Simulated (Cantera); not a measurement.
An isothermal, constant-pressure homogeneous reactor starts with N₂O : O₂ = 1 : 1.3 (molar parts), at 1273 K and 13300 Pa.

Detailed kinetics in Cantera: GRI-Mech 3.0 (53 species, 325 reactions). GRI-Mech 3.0 was tuned for natural gas; its chemistry of N2O as a main component is partial and can be far from experiment. The mechanism lacks the step 2 NO + O2 → 2 NO2, which can matter for NO2 below about 1400 K. The temperature is held fixed by assumption; the heat of reaction is taken as removed at once.

One state of this run: x N₂O = 0.00333; x O₂ = 0.620; x NO = 0.0444; x NO₂ = 0.000147; x O = 7.98e-7. x: mole fraction; the columns are a selection and need not sum to one.

Task: Which value of t (s) does it belong to?
A) 0.000100
B) 0.000388
C) 20.0
D) 0.0227

Result: C, 20.0
